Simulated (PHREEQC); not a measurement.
Consider water at 65 °C with 17 mmol/kgw HF, 7 mmol/kgw NH4F and 0.0035 mmol/kgw H4SiO4. Closed to the air; pH follows from the charge balance.

Model: ion-association model, wateq4f.dat, run in PHREEQC.

```tsv
quantity	before	after
pH	3.14	3.97
ionic strength (mol/kgw)	0.00779	0.000179
HF (mol/kgw)	0.0154	6.11e-5
F- (mol/kgw)	0.00729	0.000179
HF2- (mol/kgw)	0.000495	4.80e-8
H2F2 (mol/kgw)	0.000133	2.08e-9
SI of Quartz (SiO2)	-5.28	-3.99
```

**Question.** Which change was made?
A) HF from 0.017 to 0.085 mol/kgw
B) diluted 5-fold with water
C) diluted 100-fold with water
D) HF left out
E) NH4F from 0.007 to 0.0105 mol/kgw

**Answer.** C, diluted 100-fold with water

Precipitation was switched off in this run. At this temperature some constants are extrapolated from 25 °C, and those without enthalpy data are left unchanged. SiF6-2 is the database's only silicon fluoride.
